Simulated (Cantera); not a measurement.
**Premixed flame**

A freely propagating, adiabatic, planar premixed flame of 38.3 % H₂, 15.0 % O₂, 46.6 % N₂, unburnt at 300 K and 0.987 atm; mixture-averaged transport, grid criteria slope 0.08 and curve 0.16, no radiation.

Computed with Cantera and the H2/O2 subset of GRI-Mech 3.0, which has no nitrogen chemistry. Burning velocities carry a grid error of a few per cent, more on coarse grids.

```tsv
z (mm)	T (K)	u (m/s)	x H₂	x O₂	x H	x OH	x H₂O	x H₂O₂
-0.963	300	3.49	0.383	0.150	<1e-8	<1e-8	<1e-8	<1e-8
-0.642	300	3.49	0.383	0.150	<1e-8	<1e-8	<1e-8	<1e-8
-0.482	300	3.49	0.383	0.150	<1e-8	<1e-8	<1e-8	<1e-8
-0.321	300	3.49	0.383	0.150	<1e-8	<1e-8	5.11e-8	<1e-8
-0.161	309	3.57	0.380	0.151	1.63e-7	3.66e-6	8.17e-5	2.54e-6
-0.0803	569	6.37	0.346	0.149	0.00251	0.00134	0.0158	0.000147
0	1085	11.7	0.251	0.118	0.0302	0.00227	0.0932	2.25e-5
0.0803	1447	15.4	0.146	0.0560	0.0651	0.00711	0.209	3.62e-6
0.161	1631	17.2	0.101	0.0234	0.0751	0.0110	0.267	2.17e-6
0.321	1802	18.8	0.0914	0.0119	0.0665	0.0141	0.289	1.14e-6
0.642	1967	20.3	0.0939	0.00872	0.0514	0.0154	0.300	5.84e-7
1.28	2125	21.7	0.0951	0.00596	0.0373	0.0151	0.312	3.21e-7
2.57	2263	22.9	0.0951	0.00359	0.0256	0.0133	0.323	1.97e-7
```
x: mole fraction of selected species; z is measured from the peak of heat release.

| Item | Value |
|---|---|
| laminar burning velocity | 349 cm/s |
| thermal thickness | 0.321 mm |
| peak x(H) | 0.0752 |
| peak x(OH) | 0.0155 |
| peak x(H₂O₂) | 0.000148 |
| grid points | 124 |
